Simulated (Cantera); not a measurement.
Charge: 1 mol TiO2, 2.9 mol MgCl2, 3.3 mol O2, equilibrated at 0.110 bar.

Method: chemical equilibrium by Gibbs-energy minimisation in Cantera with the NASA 1993 tables (ideal gas, pure condensed phases). Candidate condensed phases: Mg, MgCl2, MgO, MgTiO3, MgTi2O5, Mg2TiO4, Ti, TiCl2, TiCl3, TiCl4, TiO, TiO2, Ti2O3, Ti3O5, Ti4O7; 20 gas species. Mutual solubility and eutectic melting of coexisting phases are not modelled. Condensed phases not in the tables: alloys, solid solutions and most ternary compounds. Kinetics and transport are ignored.

Task: At 1200 K, list the 5 most abundant gas species with their mole fractions, and the condensed phases.

Result: Cl2 0.590, O2 0.390, Cl 0.0109, MgCl2 0.00920, ClO 8.92e-5. Condensed: MgO(s) + Mg2TiO4(s).
